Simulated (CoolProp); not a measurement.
Vapour pressure (MPa) of R245fa: the reference equation beside estimates from Tc = 427.0 K, pc = 3.651 MPa, ω = 0.378.

The numbers come from the reference Helmholtz-energy equation of state, Akasaka 2015 in CoolProp.

```json
[
 {"T (K)": "258.7", "reference": "0.02637", "Lee-Kesler": "0.02606", "van der Waals": "0.3353"},
 {"T (K)": "269", "reference": "(withheld)", "Lee-Kesler": "0.04361", "van der Waals": "0.4178"},
 {"T (K)": "279.2", "reference": "0.06968", "Lee-Kesler": "(withheld)", "van der Waals": "0.5120"},
 {"T (K)": "289.5", "reference": "0.1067", "Lee-Kesler": "0.1067", "van der Waals": "0.6205"},
 {"T (K)": "299.8", "reference": "(withheld)", "Lee-Kesler": "0.1582", "van der Waals": "(withheld)"},
 {"T (K)": "310.1", "reference": "0.2265", "Lee-Kesler": "0.2272", "van der Waals": "0.8805"},
 {"T (K)": "320.4", "reference": "0.3162", "Lee-Kesler": "0.3174", "van der Waals": "1.033"},
 {"T (K)": "330.7", "reference": "0.4310", "Lee-Kesler": "0.4326", "van der Waals": "1.202"},
 {"T (K)": "341", "reference": "(withheld)", "Lee-Kesler": "(withheld)", "van der Waals": "1.388"},
 {"T (K)": "351.2", "reference": "0.7512", "Lee-Kesler": "0.7527", "van der Waals": "1.589"},
 {"T (K)": "361.5", "reference": "0.9674", "Lee-Kesler": "0.9682", "van der Waals": "1.809"},
 {"T (K)": "371.8", "reference": "1.227", "Lee-Kesler": "1.227", "van der Waals": "2.048"}
]
```

Q: What belongs in the gaps?

A: 
- 269, reference: 0.04394
- 279.2, Lee-Kesler: 0.06943
- 299.8, reference: 0.1579
- 299.8, van der Waals: 0.7431
- 341, reference: 0.5751
- 341, Lee-Kesler: 0.5769

Absolute difference from the reference over all 12 rows, mean and median: Lee-Kesler 0.3 and 0.3 %, van der Waals 384.2 and 257.7 %.
